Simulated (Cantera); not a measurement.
A freely propagating, adiabatic, planar premixed flame of CH4 : C2H6 : O2 : N2 = 1 : 0.49 : 4.59 : 16.5 (molar parts), equivalence ratio 0.81, unburnt at 623 K and 10.0 bar; mixture-averaged transport, grid criteria slope 0.08 and curve 0.16, no radiation.

Detailed kinetics in Cantera: GRI-Mech 3.0 (53 species, 325 reactions). Burning velocities carry a grid error of a few per cent, more on coarse grids.

Q: Predict: laminar burning velocity; thermal thickness; peak x(HCO); peak x(C2H4); peak x(CH2).

A: 
```
Item                         Result
------------------------  ---------
laminar burning velocity  63.0 cm/s
thermal thickness         0.0554 mm
peak x(HCO)                 2.10e-5
peak x(C2H4)                0.00332
peak x(CH2)                 2.31e-5
```
